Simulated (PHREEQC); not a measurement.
Solution (25 °C): 0.0132 mol/kgw SrCl2, 3.8e-05 mol/kgw Na2CO3 and 0.00164 mol/kgw NaCl. Closed to the air; pH follows from the charge balance.

The numbers come from PHREEQC with the Pitzer model, pitzer.dat.

Problem. The ionic strength comes out as 0.0413 mol/kgw. What activity coefficients do Cl-, Na+, HCO3-, OH-, CO3-2 get?

Solution. Cl- 0.83, Na+ 0.83, HCO3- 0.80, OH- 0.79, CO3-2 0.40. Single-ion values are on the MacInnes scale.

Precipitation was switched off in this run.
